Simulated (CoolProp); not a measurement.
Saturation properties of carbonyl sulfide (Tc = 378.8 K, pc = 63.69 bar, ω = 0.098).

Values from CoolProp's reference Helmholtz-energy equation of state, Lemmon 2006. It is a short technical equation, of lower accuracy than the large ones.

```csv
T (K),p (bar),liquid density (kg/m³),vapour density (kg/m³),liquid cp (kJ/(kg K)),surface tension (mN/m)
242.3,2.291,1132,7.193,___,17.2
246.3,2.665,1123,8.281,___,___
250.2,3.073,1114,9.459,1.222,15.8
254.1,3.527,1105,10.76,1.230,15.2
258.1,4.043,1095,12.23,1.238,14.5
262,4.599,1086,13.81,1.247,13.8
265.9,5.209,1076,15.53,1.257,13.2
269.8,5.879,1067,17.42,1.267,12.6
273.8,6.630,1057,19.54,1.278,11.9
277.7,7.427,1047,21.79,1.290,11.3
281.6,8.294,1036,24.24,1.303,10.7
```

### Question
Fill in the missing entries.

### Answer

- 242.3, liquid cp (kJ/(kg K)): 1.208
- 246.3, liquid cp (kJ/(kg K)): 1.215
- 246.3, surface tension (mN/m): 16.5

It boils at 223.0 K under 1 atm.

Surface tension comes from a separate correlation (Mulero 2012).
